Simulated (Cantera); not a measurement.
Mixture: H2 : O2 : N2 = 1 : 0.278 : 1.08 (molar parts), at 340000 Pa, adiabatic and at constant pressure. Ignition delay is the time to a rise of 400 K.

Model: the H2/O2 subset of GRI-Mech 3.0, which has no nitrogen chemistry, integrated in Cantera. The hydrogen kinetics of GRI-Mech 3.0 are dated; newer H2 mechanisms differ, most at raised pressure. Where the delays flatten at high temperature, the 400 K rule measures the pace of heat release, not the induction time.

What does this change do: constant volume in place of constant pressure?


```json
[
 {"quantity": "delay at 1250 K", "before": "13.4 µs", "after": "12.9 µs"},
 {"quantity": "delay at 1350 K", "before": "7.83 µs", "after": "7.44 µs"},
 {"quantity": "delay at 1450 K", "before": "5.31 µs", "after": "4.98 µs"},
 {"quantity": "delay at 1550 K", "before": "3.97 µs", "after": "3.64 µs"},
 {"quantity": "delay at 1650 K", "before": "3.20 µs", "after": "2.85 µs"}
]
```
